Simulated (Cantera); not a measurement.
Standard-state values (1 bar) from the NASA 1993 polynomials, evaluated with Cantera. Values are per mole of reaction as written; species without (g) are pure solids or liquids, kept so even where they would boil at 1 bar.

CaCl2 = 2 Cl(g) + Ca(g)

```tsv
T (K)	ΔH° (kJ)	ΔS° (J/K)	ΔG° (kJ)	log10 K	condensed phases
300	1216.2	380.6	1102.0	-191.88	CaCl2(s)
1500	1160.2	323.9	674.3	-23.48	CaCl2(l)
1600	1156.3	321.4	642.1	-20.96	CaCl2(l)
1700	1152.5	319.1	610.0	-18.74	CaCl2(l)
1800	1148.6	316.8	578.2	-16.78	CaCl2(l)
1900	1144.7	314.7	546.7	-15.03	CaCl2(l)
2000	___	___	___	___	CaCl2(l)
2100	___	___	___	___	CaCl2(l)
2200	___	___	___	___	CaCl2(l)
2300	1129.1	307.3	422.3	-9.59	CaCl2(l)
```

Task: Complete the blanks.

Result: 
- 2000, ΔH° (kJ): 1140.8
- 2000, ΔS° (J/K): 312.7
- 2000, ΔG° (kJ): 515.3
- 2000, log10 K: -13.46
- 2100, ΔH° (kJ): 1136.9
- 2100, ΔS° (J/K): 310.8
- 2100, ΔG° (kJ): 484.1
- 2100, log10 K: -12.04
- 2200, ΔH° (kJ): 1133.0
- 2200, ΔS° (J/K): 309.0
- 2200, ΔG° (kJ): 453.1
- 2200, log10 K: -10.76
